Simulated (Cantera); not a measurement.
Input: 1 mol AlN, 0.51 mol O2, 2.5 mol H2, held at 100000 Pa.

These are equilibrium values from Cantera (NASA tables, ideal gas, pure condensed phases), not measurements of a reactor. Candidate condensed phases: Al, AlN, Al2O3, H2O; 35 gas species. Mutual solubility and eutectic melting of coexisting phases are not modelled. Equilibrium is a limit: real reactors are often held back by kinetics, nucleation or transport. All values below are at 877 °C.

Base state: H2 0.880, N2 0.120, NH3 6.97e-5 (mole fractions); condensed: AlN(s) + Al2O3(s).

Problem. What changes in the equilibrium state with this change: AlN replaced by Si3N4?

Solution. 
```csv
species,before,after
H2,0.880,0.880
N2,0.120,0.120
NH3,6.97e-5,6.97e-5
"AlN(s), mol",0.320,0
"Al2O3(s), mol",0.340,0
"Si2N2O(s), mol",0,1.02
"Si3N4(s), mol",0,0.320
```
Further candidate phases: Si, SiO2, Si2N2O, Si3N4.
